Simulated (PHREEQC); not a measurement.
**Reverse-osmosis permeate**

Model water analysis in mg/kgw, 81 °C, pH 6.01, pe 1:

```tsv
constituent	mg/kgw
Na	0.696
K	0.291
Ca	0.96
Mg	0.215
Cl	1.02
S(6) as SO4	2.05
Alkalinity as HCO3	2.04
Mn(2)	0.000743
```

Valence states are taken as typed.

Computed with PHREEQC (ion-association model, phreeqc.dat).

Precipitation was switched off in this run.

### Question
What charge-balance error does the model give?

### Answer
charge-balance error -0.7 %.

### Question
In which forms is C present?

### Answer
CO2 68 %, HCO3- 32 % of the C.

Species that the database lacks are ignored. Away from 25 °C the constants follow the database's enthalpies or fits; those with neither stay at their 25 °C values.
